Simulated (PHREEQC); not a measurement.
Consider water at 32 °C with 0.0068 mol CuSO4, 0.056 mol HNO3 and 0.00026 mol NaCl per kg of water. Closed to the air; pH follows from the charge balance.

Equilibrium calculation in PHREEQC: ion-association model, phreeqc.dat.

```csv
quantity,before,after
pH,1.37,2.30
ionic strength (mol/kgw),0.0726,0.00783
HSO4- (mol/kgw),0.00456,0.000195
SO4-2 (mol/kgw),0.00181,0.000454
CuSO4 (mol/kgw),0.000431,3.05e-5
SI of Halite (NaCl),-8.95,-10.83
```

Task: What was changed between the two runs?
A) temperature from 32 to 60 °C
B) HNO3 from 0.056 to 0.0504 mol/kgw
C) HNO3 replaced by Fe(NO3)3 at the same molality
D) diluted 2-fold with water
E) diluted 10-fold with water

Result: E, diluted 10-fold with water

This is a speciation only: nothing precipitates in the calculation.
